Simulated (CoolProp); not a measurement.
The numbers come from the reference Helmholtz-energy equation of state, Lemmon 2006 in CoolProp. It is a short technical equation, of lower accuracy than the large ones.

Q: For toluene, give the phase and the Z, cp (kJ/(kg K)) at 536.7 K and 213 bar; 557.5 K and 213 bar; 578.4 K and 213 bar.

A: 
- 536.7 K and 213 bar: liquid; Z 0.663, cp 2.44
- 557.5 K and 213 bar: liquid; Z 0.659, cp 2.50
- 578.4 K and 213 bar: liquid; Z 0.657, cp 2.56
